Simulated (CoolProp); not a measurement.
Methanol along the isotherm 346.85 °C: Z from the reference equation and from simpler models built on Tc = 240.2 °C, pc = 8.216 MPa, ω = 0.565; each cubic takes its own stable root.

Computed with CoolProp (reference Helmholtz-energy equation of state, de Reuck 1993).

| p (MPa) | phase | reference |
|---|---|---|
| 0.039 | gas | 0.9992 |
| 0.08 | gas | 0.9984 |
| 0.164 | gas | 0.9967 |
| 0.337 | gas | 0.9932 |
| 0.693 | gas | 0.9860 |
| 1.42 | gas | 0.9709 |
| 2.92 | gas | 0.9386 |
| 6 | gas | 0.8713 |
| 12.3 | supercritical | 0.7405 |

### Question
How far does each simpler model (Pitzer virial, Soave-Redlich-Kwong) lie from the reference over these 9 states: mean and median of the absolute difference, and the worst?

### Answer
- Pitzer virial: mean 0.5 %, median 0.0 %, worst +2.5 % at 346.85 °C and 12.3 MPa
- Soave-Redlich-Kwong: mean 1.1 %, median 0.1 %, worst +6.2 % at 346.85 °C and 12.3 MPa
